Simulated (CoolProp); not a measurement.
Vapour-liquid equilibrium of CH2F2 (R32) (1) + R143a (2) at 0.0409 MPa; x and y are mole fractions of (1).

Computed with CoolProp (multi-fluid Helmholtz-energy mixture model, Tillner-Roth 1997 and Lemmon and Jacobsen 2000; pair parameters Bell 2016).

Question: Give the bubble temperature and the first vapour's composition at x = 0.05, 0.2, 0.575. Is there an azeotrope?

Answer: x = 0.05: 207.7 K, y = 0.087; x = 0.2: 206.1 K, y = 0.288; x = 0.575: 204.4 K, y = 0.608. y crosses x between x = 0.65 and 0.725: the model has an azeotrope there.

Pair parameters are fitted to limited data, so mixtures are less certain than the pure fluids.
